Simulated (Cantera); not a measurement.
Cantera run, input and output.

```python
import numpy as np
import cantera as ct

gas = ct.Solution("gri30.yaml")
gas.TPX = 625, 1000000, {'CH3OH': 1, 'O2': 1.25, 'N2': 4.7, 'H2': 0.016}
flame = ct.FreeFlame(gas, width=0.008)
flame.set_refine_criteria(ratio=3, slope=0.08, curve=0.16)
flame.transport_model = "mixture-averaged"
flame.solve(loglevel=0, auto=True)
z, T = flame.grid, flame.T
thick = (T[-1] - T[0]) / np.gradient(T, z).max()
show = ['CH3OH', 'O2', 'NO', 'CH2', 'CO2', 'CH3']
print(f"laminar burning velocity  {flame.velocity[0] * 100:.3f} cm/s")
print(f"burnt temperature         {T[-1]:.1f} K")
print(f"thermal thickness         {thick * 1e3:.4f} mm")
print(f"grid points               {len(z)}")
z0 = z[flame.heat_release_rate.argmax()]
print(f"{'z/mm':>9s}{'T/K':>9s}{'u/(m/s)':>9s}" + "".join(f"{s:>11s}" for s in show))
rows = []
for k in (-3, -2, -1.5, -1, -0.5, -0.25, 0, 0.25, 0.5, 1, 2, 4, 8):
    zz = z0 + k * thick
    rows.append([k * thick, np.interp(zz, z, T), np.interp(zz, z, flame.velocity),
                 *(np.interp(zz, z, flame.X[gas.species_index(s)]) for s in show)])
    print(f"{rows[-1][0] * 1e3:9.3f}{rows[-1][1]:9.1f}{rows[-1][2]:9.3f}" + "".join(f"{x:11.3e}" for x in rows[-1][3:]))
```

It prints:

```
laminar burning velocity  100.785 cm/s
burnt temperature         2386.2 K
thermal thickness         0.0347 mm
grid points               138
     z/mm      T/K  u/(m/s)      CH3OH         O2         NO        CH2        CO2        CH3
   -0.104    625.4    1.011  1.431e-01  1.789e-01  1.721e-10  7.006e-26  1.156e-06  3.994e-13
   -0.069    628.5    1.021  1.424e-01  1.778e-01  1.552e-09  8.034e-24  1.394e-05  4.363e-12
   -0.052    640.3    1.046  1.411e-01  1.758e-01  7.211e-09  1.343e-21  8.159e-05  2.988e-11
   -0.035    705.3    1.167  1.353e-01  1.683e-01  4.773e-08  1.290e-18  6.456e-04  6.682e-10
   -0.017   1032.1    1.771  1.026e-01  1.357e-01  5.065e-07  4.226e-12  5.625e-03  1.873e-07
   -0.009   1392.3    2.468  5.786e-02  9.863e-02  1.699e-06  4.890e-08  1.380e-02  7.451e-06
    0.000   1800.2    3.297  7.996e-03  5.568e-02  4.388e-06  6.778e-06  2.781e-02  1.279e-04
    0.009   1996.5    3.666  6.610e-05  2.899e-02  7.654e-06  3.036e-06  4.424e-02  5.111e-05
    0.017   2094.0    3.823  3.583e-07  1.553e-02  1.102e-05  4.412e-07  5.778e-02  6.522e-06
    0.035   2200.2    3.985  3.591e-09  6.796e-03  1.633e-05  1.039e-08  7.183e-02  1.278e-07
    0.069   2288.1    4.120  4.650e-12  2.955e-03  2.242e-05  1.568e-11  7.935e-02  1.884e-10
    0.139   2343.6    4.207  6.732e-14  1.188e-03  2.793e-05  7.470e-14  8.191e-02  7.481e-13
    0.278   2372.0    4.251  5.291e-14  4.304e-04  3.239e-05  4.530e-14  8.294e-02  5.909e-13
```

Computed with Cantera and GRI-Mech 3.0 (53 species, 325 reactions). GRI-Mech 3.0 was tuned for natural gas; its chemistry of methanol as a main component is partial and can be far from experiment. Burning velocities carry a grid error of a few per cent, more on coarse grids.
